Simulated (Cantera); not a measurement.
Feed: 1 mol HgO, 6.2 mol H2, at 548 K and 2.85 Torr.

These are equilibrium values from Cantera (NASA tables, ideal gas, pure condensed phases), not measurements of a reactor. Candidate condensed phases: H2O, Hg, HgO; 10 gas species. Equilibrium is a limit: real reactors are often held back by kinetics, nucleation or transport.

Base state: H2 0.722, H2O 0.139, Hg 0.139 (mole fractions); condensed: gas only.

Question: What changes in the equilibrium state with this change: HgO replaced by Pb?

Answer: 
| species | before | after |
|---|---|---|
| H2 | 0.722 | 1.00 |
| H2O | 0.139 | 0 |
| Hg | 0.139 | 0 |
| Pb(s), mol | 0 | 1.00 |
Further candidate phases: Pb.
